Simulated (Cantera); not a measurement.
Charge: 1 mol CCl4, a varied amount of H2, equilibrated at 3075 °C and 210 Pa.

Equilibrium computed with Cantera from the NASA thermochemical tables; the gas is ideal and each condensed phase is pure. Candidate condensed phases: C, C6H6, C7H8, C8H18; 91 gas species. The tables' values for CCl are old estimates; treat these amounts as uncertain. Kinetics and transport are ignored.

Q: At 0.48 mol H2, list the 6 most abundant gas species with their mole fractions, and the condensed phases.

A: Cl 0.710, H 0.168, C 0.0826, C3 0.0224, C2 0.0138, HCl 0.00221. Condensed: gas only.
